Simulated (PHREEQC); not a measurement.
Make-up at 20 °C: 11 mmol/kgw NiSO4 and 1.5 mmol/kgw H3BO3. Closed to the air; pH follows from the charge balance.

All values are PHREEQC results (ion-association model, wateq4f.dat), not measurements.

Q: The ionic strength comes out as 0.0315 mol/kgw. What activity coefficients do H+, SO4-2, Ni+2, Ni(SO4)2-2 get?

A: H+ 0.87, SO4-2 0.53, Ni+2 0.52, Ni(SO4)2-2 0.52.

Precipitation was switched off in this run.
